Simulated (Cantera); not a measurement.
## Equilibrium for boron, boron nitride and boron oxide: B2O3 + H2

Feed: 1 mol B2O3, 20 mol H2, at 0.0930 bar.

These are equilibrium values from Cantera (NASA tables, ideal gas, pure condensed phases), not measurements of a reactor. Candidate condensed phases: B, B2O3, B3O3H3, H2O; 23 gas species. Kinetics and transport are ignored.

From 550 °C to 1350 °C the condensed part is B2O3(l). The main B-bearing gas is B3O3H3 at 550 °C and HBO at 1350 °C.

```tsv
T (°C)	log p H2	log p HBO	log p HBO2	log p B2O3	log p H2O	log p B2O2	n B2O3(l)
550	-1.03	-10.30	-10.47	<-13	-7.83	<-13	1.000
650	-1.03	-8.63	-8.90	<-13	-7.11	<-13	1.000
750	-1.03	-7.30	-7.64	-11.01	-6.53	-11.86	1.000
850	-1.03	-6.23	-6.61	-9.21	-6.04	-9.95	1.000
950	-1.03	-5.36	-5.73	-7.72	-5.59	-8.41	0.999
1050	-1.03	-4.66	-4.96	-6.46	-5.14	-7.18	0.996
1150	-1.03	-4.08	-4.29	-5.39	-4.73	-6.16	0.984
1250	-1.03	-3.58	-3.71	-4.46	-4.37	-5.28	0.942
1350	-1.04	-3.14	-3.21	-3.66	-4.06	-4.51	0.800
```
log p: log10 of the partial pressure in bar; n: condensed amount in mol.
